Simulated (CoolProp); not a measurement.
Vapour-liquid equilibrium of n-butane (1) + R245fa (2) at 0.438 MPa; x and y are mole fractions of (1).

The numbers come from the multi-fluid Helmholtz-energy mixture model, Bücker 2006 and Akasaka 2015; pair parameters Bell 2016 in CoolProp.

Give the bubble temperature and the first vapour's composition at x = 0.55, 0.65, 0.95. Is there an azeotrope?

x = 0.55: 36.9 °C, y = 0.617; x = 0.65: 36.8 °C, y = 0.643; x = 0.95: 41.7 °C, y = 0.876. y crosses x between x = 0.55 and 0.65: the model has an azeotrope there.

The pair parameters rest on a limited set of measurements; away from them the model extrapolates. With so large a gap from Raoult's law the liquid may split in two, which this calculation doesn't test in full.
